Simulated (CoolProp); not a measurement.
Vapour pressure (bar) of nitrogen: the reference equation beside estimates from Tc = 126.2 K, pc = 33.96 bar, ω = 0.037. Clausius-Clapeyron is anchored at 93.8 K with a constant enthalpy of vaporisation of 4.866 kJ/mol.

The numbers come from the reference Helmholtz-energy equation of state, Span 2000 in CoolProp.

```json
[
 {"T (K)": "83.7", "reference": "2.015", "Clausius-Clapeyron": "2.319", "van der Waals": "5.141", "Redlich-Kwong": "1.852", "Peng-Robinson": "2.027"},
 {"T (K)": "87.1", "reference": "2.788", "Clausius-Clapeyron": "3.047", "van der Waals": "6.333", "Redlich-Kwong": "2.634", "Peng-Robinson": "2.800"},
 {"T (K)": "90.5", "reference": "3.761", "Clausius-Clapeyron": "3.922", "van der Waals": "7.694", "Redlich-Kwong": "3.631", "Peng-Robinson": "___"},
 {"T (K)": "93.8", "reference": "4.924", "Clausius-Clapeyron": "4.924", "van der Waals": "9.183", "Redlich-Kwong": "4.832", "Peng-Robinson": "4.938"},
 {"T (K)": "97.2", "reference": "6.375", "Clausius-Clapeyron": "6.125", "van der Waals": "___", "Redlich-Kwong": "___", "Peng-Robinson": "___"},
 {"T (K)": "100.6", "reference": "8.111", "Clausius-Clapeyron": "___", "van der Waals": "12.81", "Redlich-Kwong": "8.145", "Peng-Robinson": "8.136"},
 {"T (K)": "104", "reference": "10.16", "Clausius-Clapeyron": "___", "van der Waals": "14.92", "Redlich-Kwong": "10.28", "Peng-Robinson": "10.20"},
 {"T (K)": "107.4", "reference": "12.57", "Clausius-Clapeyron": "___", "van der Waals": "17.23", "Redlich-Kwong": "___", "Peng-Robinson": "12.62"},
 {"T (K)": "110.7", "reference": "15.26", "Clausius-Clapeyron": "12.76", "van der Waals": "19.68", "Redlich-Kwong": "15.54", "Peng-Robinson": "15.34"}
]
```

What belongs in the gaps?


- 90.5, Peng-Robinson: 3.774
- 97.2, van der Waals: 10.90
- 97.2, Redlich-Kwong: 6.338
- 97.2, Peng-Robinson: 6.392
- 100.6, Clausius-Clapeyron: 7.507
- 104, Clausius-Clapeyron: 9.079
- 107.4, Clausius-Clapeyron: 10.85
- 107.4, Redlich-Kwong: 12.77

Absolute difference from the reference over all 9 rows, mean and median: Clausius-Clapeyron 9.0 and 9.3 %, van der Waals 79.5 and 71.0 %, Redlich-Kwong 2.7 and 1.8 %, Peng-Robinson 0.4 and 0.4 %.
